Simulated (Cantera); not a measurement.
**Ignition delay**

Mixture: H2 : O2 : N2 : NO = 1 : 0.505 : 1.9 : 0.0043 (molar parts), at 100000 Pa, adiabatic and at constant volume. Ignition delay is the time to a rise of 400 K.

Cantera simulation using GRI-Mech 3.0 (53 species, 325 reactions); the numbers are that mechanism's predictions, not measurements. The mechanism lacks 2 NO + O2 → 2 NO2 and HONO, so NO2 and the effect of NO are under-described below about 1400 K. Where the delays flatten at high temperature, the 400 K rule measures the pace of heat release, not the induction time.

```tsv
T0 (K)	delay (ms)
1300	0.0280
1375	0.0214
1450	0.0173
1525	0.0147
1600	0.0132
1675	0.0123
1750	0.0120
1825	0.0120
```
